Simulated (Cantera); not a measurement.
Charge: 1 mol PbF2, 0.2 mol H2, equilibrated at 1752 °C and 300 Pa.

Method: chemical equilibrium by Gibbs-energy minimisation in Cantera with the NASA 1993 tables (ideal gas, pure condensed phases). Candidate condensed phases: Pb, PbF2; 16 gas species. Equilibrium is a limit: real reactors are often held back by kinetics, nucleation or transport.

Base state: PbF2 0.425, HF 0.282, Pb 0.124, PbF 0.120, PbF4 0.0366, F 0.0125, H 1.26e-5 (mole fractions); condensed: gas only.

Q: What changes in the equilibrium state with this change: temperature from 1752 °C to 550 °C?

A: 
```tsv
species	before	after
HF	0.282	0.996
H2	1.29e-7	0.00285
PbF4	0.0366	0.000632
PbF2	0.425	9.06e-5
Pb	0.124	4.48e-5
F	0.0125	<1e-9
PbF	0.120	1.21e-6
H	1.26e-5	<1e-9
Pb(l), mol	0	0.199
PbF2(s), mol	0	0.801
```

Q: What changes in the equilibrium state with this change: temperature from 1752 °C to 1227 °C?

A: 
| species | before | after |
|---|---|---|
| PbF2 | 0.425 | 0.406 |
| HF | 0.282 | 0.286 |
| Pb | 0.124 | 0.177 |
| PbF | 0.120 | 0.0644 |
| PbF4 | 0.0366 | 0.0666 |
| F | 0.0125 | 2.52e-6 |
| H | 1.26e-5 | 3.22e-7 |
